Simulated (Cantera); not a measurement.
Input: 1 mol MgSO4, 0.014 mol C, 0.034 mol H2O, equilibrated at 150 Pa.

Method: chemical equilibrium by Gibbs-energy minimisation in Cantera with the NASA 1993 tables (ideal gas, pure condensed phases). Candidate condensed phases: C, C6H6, C7H8, C8H18, H2O, H2SO4, Mg, MgCO3, MgO, Mg(OH)2, MgS, MgSO4, S; 130 gas species. Gases not in the tables: S3 to S7. The numbers say what is thermodynamically allowed, not how fast it happens.

### Question
Which condensed phases are stable at each of these points (T (K)): 600, 800, 1000, 1200, 1400, 1600, 1800, 2000, 2200?

### Answer
```json
[
 {"T (K)": "600", "condensed phases": "MgO(s) + MgSO4(s)", "Mg condensed (%)": "100.0"},
 {"T (K)": "800", "condensed phases": "MgO(s) + MgSO4(s)", "Mg condensed (%)": "100.0"},
 {"T (K)": "1000", "condensed phases": "MgO(s) + MgSO4(s)", "Mg condensed (%)": "100.0"},
 {"T (K)": "1200", "condensed phases": "MgO(s)", "Mg condensed (%)": "100.0"},
 {"T (K)": "1400", "condensed phases": "MgO(s)", "Mg condensed (%)": "100.0"},
 {"T (K)": "1600", "condensed phases": "MgO(s)", "Mg condensed (%)": "100.0"},
 {"T (K)": "1800", "condensed phases": "MgO(s)", "Mg condensed (%)": "100.0"},
 {"T (K)": "2000", "condensed phases": "MgO(s)", "Mg condensed (%)": "100.0"},
 {"T (K)": "2200", "condensed phases": "MgO(s)", "Mg condensed (%)": "98.7"}
]
```

From 600 K to 1000 K the condensed part is MgO(s) + MgSO4(s). From 1200 K to 2200 K the condensed part is MgO(s).
